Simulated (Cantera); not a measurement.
Hydrocarbon pyrolysis for carbon deposition

An isothermal, constant-pressure homogeneous reactor starts with 1.85 % C2H6, 98.1 % N2, at 1700 K and 0.170 bar.

Computed with Cantera and GRI-Mech 3.0 (53 species, 325 reactions). GRI-Mech 3.0 stops at C3 and has no aromatics, soot or wall deposition, so with more carbon than oxygen in the feed, carbon stays in small species such as C2H2 where larger ones or solid carbon would form.

```csv
t (s),x C2H6,x C2H2,x C2H,x CH2,x CH3
1.00e-5,0.0178,4.30e-9,<1e-12,4.18e-7,0.00131
4.61e-5,0.0143,1.84e-5,4.60e-9,1.39e-5,0.00463
0.000213,0.00214,0.00356,7.77e-7,2.59e-5,0.00407
0.000980,2.75e-5,0.0132,6.28e-7,3.54e-6,0.000614
0.00452,3.57e-6,0.0158,2.54e-7,5.09e-7,0.000197
0.0208,1.12e-6,0.0163,1.57e-7,1.73e-7,0.000105
0.0960,5.16e-7,0.0168,1.61e-7,1.21e-7,7.20e-5
0.443,8.04e-8,0.0174,1.78e-7,5.30e-8,2.88e-5
2.04,4.79e-9,0.0177,1.87e-7,1.37e-8,7.07e-6
9.41,2.65e-10,0.0178,1.89e-7,3.16e-9,1.61e-6
43.4,6.73e-11,0.0178,1.90e-7,1.41e-9,7.19e-7
200,6.48e-11,0.0178,1.89e-7,1.38e-9,7.00e-7
```
x: mole fraction; the columns are a selection and need not sum to one.

Equilibrium at this temperature and pressure: C2H6 1.16e-11, C2H2 0.00289, C2H 3.07e-8, CH2 5.93e-10, CH3 3.01e-7 (gas phase only).
